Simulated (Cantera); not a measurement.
**Diamond growth**

A diamond (100) surface in a fixed gas of H2 with x(CH4) = 0.0044, x(CH3) = 0.00015, at 1025 K, 22.5 Torr; coverages are run to steady state.

Model: the Harris–Goodwin 1993 mechanism for the reconstructed diamond (100) surface, integrated in Cantera.

```
x(H)     growth (µm/h)  θ c6HH  θ c6H*  θ c6*H   θ c6**   θ c6HM
-------  -------------  ------  ------  ------  -------  -------
0.0001           0.273   0.559  0.0167   0.318  0.00405   0.0709
0.0002           0.528   0.541  0.0176   0.336  0.00599   0.0700
0.0004           0.911   0.537  0.0183   0.350  0.00779   0.0615
0.00079           1.37   0.543  0.0189   0.362  0.00921   0.0474
0.0016            1.83   0.552  0.0195   0.373   0.0103   0.0315
0.0032            2.18   0.561  0.0200   0.382   0.0109   0.0188
0.0063            2.40   0.566  0.0203   0.387   0.0113   0.0105
0.013             2.54   0.570  0.0205   0.390   0.0115  0.00541
0.025             2.61   0.572  0.0207   0.392   0.0116  0.00289
```
θ: site fractions in the mechanism's names (c6HH fully hydrogenated, c6H* and c6*H radical sites, c6** diradical, c6HM methylated).
